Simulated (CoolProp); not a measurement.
Vapour pressure (MPa) of n-dodecane: the reference equation beside estimates from Tc = 385.0 °C, pc = 1.818 MPa, ω = 0.574. Clausius-Clapeyron is anchored at 182.65 °C with a constant enthalpy of vaporisation of 47.05 kJ/mol.

Values from CoolProp's reference Helmholtz-energy equation of state, Lemmon 2004. It is a short technical equation, of lower accuracy than the large ones.

```json
[
 {"T (°C)": "129.95", "reference": "0.007328", "Lee-Kesler": "0.007218", "Clausius-Clapeyron": "0.008338", "van der Waals": "0.1777", "Redlich-Kwong": "0.04608", "Soave-Redlich-Kwong": "0.007214", "Peng-Robinson": "0.007660"},
 {"T (°C)": "140.45", "reference": "0.01088", "Lee-Kesler": "0.01074", "Clausius-Clapeyron": "0.01191", "van der Waals": "0.2053", "Redlich-Kwong": "0.05959", "Soave-Redlich-Kwong": "0.01074", "Peng-Robinson": "0.01129"},
 {"T (°C)": "151.05", "reference": "0.01580", "Lee-Kesler": "0.01565", "Clausius-Clapeyron": "0.01676", "van der Waals": "0.2359", "Redlich-Kwong": "0.07605", "Soave-Redlich-Kwong": "0.01564", "Peng-Robinson": "0.01630"},
 {"T (°C)": "161.55", "reference": "0.02236", "Lee-Kesler": "0.02221", "Clausius-Clapeyron": "0.02313", "van der Waals": "0.2692", "Redlich-Kwong": "0.09547", "Soave-Redlich-Kwong": "0.02220", "Peng-Robinson": "0.02295"},
 {"T (°C)": "172.05", "reference": "0.03098", "Lee-Kesler": "0.03088", "Clausius-Clapeyron": "0.03144", "van der Waals": "0.3054", "Redlich-Kwong": "0.1183", "Soave-Redlich-Kwong": "0.03086", "Peng-Robinson": "0.03169"},
 {"T (°C)": "182.65", "reference": "0.04225", "Lee-Kesler": "0.04222", "Clausius-Clapeyron": "0.04225", "van der Waals": "0.3450", "Redlich-Kwong": "0.1452", "Soave-Redlich-Kwong": "0.04222", "Peng-Robinson": "0.04309"},
 {"T (°C)": "193.15", "reference": "0.05647", "Lee-Kesler": "0.05656", "Clausius-Clapeyron": "0.05588", "van der Waals": "0.3875", "Redlich-Kwong": "0.1759", "Soave-Redlich-Kwong": "0.05660", "Peng-Robinson": "0.05745"},
 {"T (°C)": "203.75", "reference": "0.07446", "Lee-Kesler": "0.07473", "Clausius-Clapeyron": "0.07318", "van der Waals": "0.4337", "Redlich-Kwong": "0.2115", "Soave-Redlich-Kwong": "0.07486", "Peng-Robinson": "0.07562"},
 {"T (°C)": "214.25", "reference": "0.09650", "Lee-Kesler": "0.09701", "Clausius-Clapeyron": "0.09450", "van der Waals": "0.4829", "Redlich-Kwong": "0.2514", "Soave-Redlich-Kwong": "0.09731", "Peng-Robinson": "0.09788"},
 {"T (°C)": "224.75", "reference": "0.1234", "Lee-Kesler": "0.1242", "Clausius-Clapeyron": "0.1207", "van der Waals": "0.5355", "Redlich-Kwong": "0.2964", "Soave-Redlich-Kwong": "0.1248", "Peng-Robinson": "0.1251"},
 {"T (°C)": "235.35", "reference": "0.1562", "Lee-Kesler": "0.1574", "Clausius-Clapeyron": "0.1530", "van der Waals": "0.5922", "Redlich-Kwong": "0.3473", "Soave-Redlich-Kwong": "0.1584", "Peng-Robinson": "0.1583"}
]
```

Absolute difference from the reference over all 11 rows, mean and median: Lee-Kesler 0.7 and 0.6 %, Clausius-Clapeyron 3.9 and 2.1 %, van der Waals 935.8 and 716.6 %, Redlich-Kwong 275.4 and 243.7 %, Soave-Redlich-Kwong 0.8 and 0.8 %, Peng-Robinson 2.3 and 2.0 %.
